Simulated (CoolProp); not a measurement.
A closed Brayton cycle with carbon dioxide: compressor inlet 325.15 K and 9.4 MPa, high pressure 23.6 MPa, turbine inlet 905 K, compressor efficiency 0.89, turbine efficiency 0.9, recuperator effectiveness 0.9 (on enthalpy, no pinch check). Each further row changes one setting.

Values from CoolProp's reference Helmholtz-energy equation of state, Span 1996.

| case | thermal efficiency (%) | net work (kJ/kg) | compressor to turbine work | compressor exit (K) | turbine exit (K) |
|---|---|---|---|---|---|
| as stated | 35.7 | 95.1 | 0.29 | 392.4 | 787.7 |
| turbine inlet 855 K | 34.4 | 86.9 | 0.31 | 392.4 | 741.8 |
| compressor inlet 335.15 K | 35.0 | 88.0 | 0.35 | 411.6 | 787.7 |
| high pressure 20.1 MPa | 33.8 | 81.1 | 0.28 | 380.6 | 807.6 |
| recuperator effectiveness 0.5 | 21.0 | 95.1 | 0.29 | 392.4 | 787.7 |
